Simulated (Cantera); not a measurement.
Input (Python, Cantera):

```python
import numpy as np
import cantera as ct

gas = ct.Solution("SiF4_NH3_mec.yaml", "gas")
gas.TPX = 2400, 1500, {'NH3': 1, 'H2': 1.8}
reactor = ct.IdealGasConstPressureReactor(gas, energy="off", clone=False)
net = ct.ReactorNet([reactor])
net.rtol, net.atol = 1e-08, 1e-18
show = ['NH3', 'H2', 'N2H4', 'N2H2', 'NH']
times = np.geomspace(9e-06, 200, 11)

steps = ct.SolutionArray(gas, extra=["t"])
rows = []
print(f"{'t/s':>10s}{'T/K':>9s}{'P/Pa':>11s}" + "".join(f"{s:>11s}" for s in show))
for t in times:
    while net.time < t:
        t_next = net.step()
        steps.append(gas.state, t=t_next)
    rows.append([np.interp(t, steps.t, y) for y in (steps.T, steps.P, *steps(*show).X.T)])
    print(f"{t:10.3e}{rows[-1][0]:9.1f}{rows[-1][1]:11.4g}" + "".join(f"{x:11.3e}" for x in rows[-1][2:]))
rate = np.gradient(steps.T, steps.t)
print("integrator steps:", len(steps.t))
if steps.T.max() > steps.T[0] + 200:
    print(f"time of steepest temperature rise: {steps.t[rate.argmax()]:.4e} s")
gas.TPX = 2400, 1500, {'NH3': 1, 'H2': 1.8}
gas.equilibrate("TP")
print(f"equilibrium (TP): T = {gas.T:.1f} K  " + "  ".join(f"{s} {gas[s].X[0]:.3e}" for s in show))
```

Result:

```
       t/s      T/K       P/Pa        NH3         H2       N2H4       N2H2         NH
 9.000e-06   2400.0       1500  3.571e-01  6.428e-01  2.196e-13  4.282e-11  2.345e-09
 4.886e-05   2400.0       1500  3.570e-01  6.428e-01  8.243e-12  3.608e-09  1.946e-07
 2.652e-04   2400.0       1500  3.562e-01  6.427e-01  2.456e-10  2.272e-07  7.804e-06
 1.440e-03   2400.0       1500  3.507e-01  6.437e-01  3.943e-09  9.128e-06  1.233e-04
 7.816e-03   2400.0       1500  3.087e-01  6.698e-01  4.296e-09  1.112e-05  1.528e-04
 4.243e-02   2400.0       1500  1.622e-01  7.622e-01  1.752e-09  5.113e-06  1.254e-04
 2.303e-01   2400.0       1500  6.001e-03  8.556e-01  2.203e-11  1.572e-07  4.595e-05
 1.250e+00   2400.0       1500  2.497e-07  7.815e-01  4.288e-18  1.776e-13  2.230e-07
 6.787e+00   2400.0       1500  4.143e-08  7.618e-01  1.911e-19  3.501e-14  5.851e-08
 3.684e+01   2400.0       1500  4.089e-08  7.618e-01  1.864e-19  3.484e-14  5.775e-08
 2.000e+02   2400.0       1500  4.089e-08  7.618e-01  1.864e-19  3.484e-14  5.775e-08
integrator steps: 1926
equilibrium (TP): T = 2400.0 K  NH3 4.089e-08  H2 7.618e-01  N2H4 1.864e-19  N2H2 3.484e-14  NH 5.775e-08
```

Cantera simulation using the gas-phase N/H chemistry of the illustrative SiF4/NH3 mechanism in the Surface Chemkin manual (1991); the numbers are that mechanism's predictions, not measurements. Walls and surfaces, which speed up NH3 decomposition in real reactors, are not modelled.
